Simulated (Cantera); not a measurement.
A perfectly stirred reactor is fed with H2 : O2 : N2 = 0.6 : 1 : 0.51 (molar parts), equivalence ratio 0.30, at 90.0 Torr; it is held at 975 K, and followed from long to short residence time.

Cantera simulation using the H2/O2 subset of GRI-Mech 3.0, which has no nitrogen chemistry; the numbers are that mechanism's predictions, not measurements. Radical loss at walls, strong at low pressure, is not modelled. The temperature is held fixed by assumption; the heat of reaction is taken as removed at once.

One state of this run: x H2 = 0.00463; x O2 = 0.388; x H = 2.41e-5; x HO2 = 4.99e-5; x O = 0.000100; x H2O2 = 8.05e-6. x: mole fraction; the columns are a selection and need not sum to one.

**Question.** Which value of τ (s) does it belong to?
A) 0.14
B) 0.35
C) 0.022
D) 2.2

**Answer.** B, 0.35
